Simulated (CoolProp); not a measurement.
Saturation properties of neopentane (Tc = 160.6 °C, pc = 31.96 bar, ω = 0.196).

Computed with CoolProp (reference Helmholtz-energy equation of state, Lemmon 2006). It is a short technical equation, of lower accuracy than the large ones.

```json
[
 {"T (°C)": "0.25", "p (bar)": "0.7162", "liquid density (kg/m³)": "610.8", "vapour density (kg/m³)": "2.355", "surface tension (mN/m)": "13.4"},
 {"T (°C)": "2.85", "p (bar)": "0.7916", "liquid density (kg/m³)": "608.1", "vapour density (kg/m³)": "2.586", "surface tension (mN/m)": "13.1"},
 {"T (°C)": "5.55", "p (bar)": "0.8765", "liquid density (kg/m³)": "605.3", "vapour density (kg/m³)": "2.843", "surface tension (mN/m)": "12.9"},
 {"T (°C)": "8.15", "p (bar)": "0.9646", "liquid density (kg/m³)": "602.6", "vapour density (kg/m³)": "3.110", "surface tension (mN/m)": "12.6"},
 {"T (°C)": "10.75", "p (bar)": "1.060", "liquid density (kg/m³)": "599.8", "vapour density (kg/m³)": "3.395", "surface tension (mN/m)": "12.3"},
 {"T (°C)": "13.35", "p (bar)": "1.162", "liquid density (kg/m³)": "597.1", "vapour density (kg/m³)": "3.700", "surface tension (mN/m)": "12.1"},
 {"T (°C)": "15.95", "p (bar)": "1.271", "liquid density (kg/m³)": "594.3", "vapour density (kg/m³)": "4.025", "surface tension (mN/m)": "11.8"},
 {"T (°C)": "18.55", "p (bar)": "1.388", "liquid density (kg/m³)": "591.5", "vapour density (kg/m³)": "4.373", "surface tension (mN/m)": "11.6"},
 {"T (°C)": "21.15", "p (bar)": "1.513", "liquid density (kg/m³)": "588.6", "vapour density (kg/m³)": "4.743", "surface tension (mN/m)": "11.3"},
 {"T (°C)": "23.75", "p (bar)": "1.647", "liquid density (kg/m³)": "585.8", "vapour density (kg/m³)": "5.136", "surface tension (mN/m)": "11.1"},
 {"T (°C)": "26.35", "p (bar)": "1.790", "liquid density (kg/m³)": "582.9", "vapour density (kg/m³)": "5.555", "surface tension (mN/m)": "10.8"},
 {"T (°C)": "28.95", "p (bar)": "1.942", "liquid density (kg/m³)": "580.0", "vapour density (kg/m³)": "5.999", "surface tension (mN/m)": "10.5"},
 {"T (°C)": "31.55", "p (bar)": "2.103", "liquid density (kg/m³)": "577.1", "vapour density (kg/m³)": "6.470", "surface tension (mN/m)": "10.3"}
]
```

It boils at 9.5 °C under 1 atm.

Surface tension comes from a separate correlation (Mulero 2014).
